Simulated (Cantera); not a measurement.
Cantera run:

```python
import numpy as np
import cantera as ct

gas_names = [...]  # 96 gases of nasa_gas.yaml made of C, Cl, H, Ti
cond_names = """
    C(gr) C6H6(L) C7H8(L) C8H18(L),n-octa Ti(a) Ti(b) Ti(L) TiC(s) TiC(L) TiCL2(s) TiCL3(s) TiCL4(L)
""".split()


# ... load() reads the species with a 1 bar reference pressure and builds the phases ...
atoms = {
    'TiCl4': {'Ti': 1, 'CL': 4},
    'C3H8': {'C': 3, 'H': 8},
    'H2': {'H': 2},
}
top_T = {'C(gr)': 4500, 'TiCL2(s)': 1300, 'TiCL3(s)': 1000}  # K; cautious upper limits of use, not melting points


# ... equilibrate(T, P, feed) seeds the gas with the atoms and calls Mixture.equilibrate('TP', solver="gibbs", rtol=1e-10, max_steps=50000) ...
results = []
T = 1248.15  # K
P = 1700  # Pa
for m in [0.21, 0.28, 0.37, 0.49, 0.65, 0.86, 1.1, 1.5, 2, 2.6]:
    feed = {'TiCl4': 1, 'C3H8': m, 'H2': 1.1}  # mol
    mix = equilibrate(T, P, feed)
    results.append((T, P, feed, dict(zip(mix.species_names, mix.species_moles))))
    x = sorted(zip(gas.X, gas.species_names), reverse=True)
    print(f"T = {T:g} K  P = {P:g} Pa  n(C3H8) = {m:g} mol  gas = {mix.phase_moles(0):.4g} mol")
    print("   x: " + "  ".join(f"{s} {v:.3e}" for v, s in x if v > 1e-05))
    print("   condensed (mol): " + ("  ".join(f"{mix.phase(i).name} {mix.phase_moles(i):.4g}"
          for i in range(1, mix.n_phases) if mix.phase_moles(i) > 1e-12) or "none"))
```

Result:

```
T = 1248.15 K  P = 1700 Pa  n(C3H8) = 0.21 mol  gas = 3.366 mol
   x: HCL 4.462e-01  H2 3.532e-01  TiCL4 1.403e-01  TiCL3 6.030e-02  CH4 2.362e-05  TiCL2 1.439e-05
   condensed (mol): C(gr) 0.3052  TiC(s) 0.3247
T = 1248.15 K  P = 1700 Pa  n(C3H8) = 0.28 mol  gas = 3.679 mol
   x: HCL 4.456e-01  H2 3.806e-01  TiCL4 1.201e-01  TiCL3 5.368e-02  CH4 2.742e-05  TiCL2 1.332e-05
   condensed (mol): C(gr) 0.4795  TiC(s) 0.3604
T = 1248.15 K  P = 1700 Pa  n(C3H8) = 0.37 mol  gas = 4.078 mol
   x: HCL 4.422e-01  H2 4.115e-01  TiCL4 9.966e-02  TiCL3 4.666e-02  CH4 3.206e-05  TiCL2 1.213e-05
   condensed (mol): C(gr) 0.7066  TiC(s) 0.4032
T = 1248.15 K  P = 1700 Pa  n(C3H8) = 0.49 mol  gas = 4.606 mol
   x: H2 4.469e-01  HCL 4.348e-01  TiCL4 7.901e-02  TiCL3 3.920e-02  CH4 3.782e-05  TiCL2 1.080e-05
   condensed (mol): C(gr) 1.014  TiC(s) 0.4555
T = 1248.15 K  P = 1700 Pa  n(C3H8) = 0.65 mol  gas = 5.301 mol
   x: H2 4.866e-01  HCL 4.224e-01  TiCL4 5.932e-02  TiCL3 3.162e-02  CH4 4.484e-05
   condensed (mol): C(gr) 1.432  TiC(s) 0.5179
T = 1248.15 K  P = 1700 Pa  n(C3H8) = 0.86 mol  gas = 6.204 mol
   x: H2 5.297e-01  HCL 4.040e-01  TiCL4 4.191e-02  TiCL3 2.436e-02  CH4 5.312e-05
   condensed (mol): C(gr) 1.991  TiC(s) 0.5888
T = 1248.15 K  P = 1700 Pa  n(C3H8) = 1.1 mol  gas = 7.223 mol
   x: H2 5.702e-01  HCL 3.823e-01  TiCL4 2.900e-02  TiCL3 1.849e-02  CH4 6.155e-05
   condensed (mol): C(gr) 2.643  TiC(s) 0.6569
T = 1248.15 K  P = 1700 Pa  n(C3H8) = 1.5 mol  gas = 8.899 mol
   x: H2 6.241e-01  HCL 3.473e-01  TiCL4 1.648e-02  TiCL3 1.210e-02  CH4 7.374e-05
   condensed (mol): C(gr) 3.754  TiC(s) 0.7456
T = 1248.15 K  P = 1700 Pa  n(C3H8) = 2 mol  gas = 10.96 mol
   x: H2 6.760e-01  HCL 3.078e-01  TiCL4 8.668e-03  TiCL3 7.472e-03  CH4 8.652e-05
   condensed (mol): C(gr) 5.176  TiC(s) 0.823
T = 1248.15 K  P = 1700 Pa  n(C3H8) = 2.6 mol  gas = 13.41 mol
   x: H2 7.235e-01  HCL 2.676e-01  TiCL3 4.438e-03  TiCL4 4.327e-03  CH4 9.910e-05
   condensed (mol): C(gr) 6.916  TiC(s) 0.8824
```

These are equilibrium values from Cantera (NASA tables, ideal gas, pure condensed phases), not measurements of a reactor. The tables' values for TiCl2 are old estimates; treat these amounts as uncertain. TiC: taken at fixed stoichiometry.
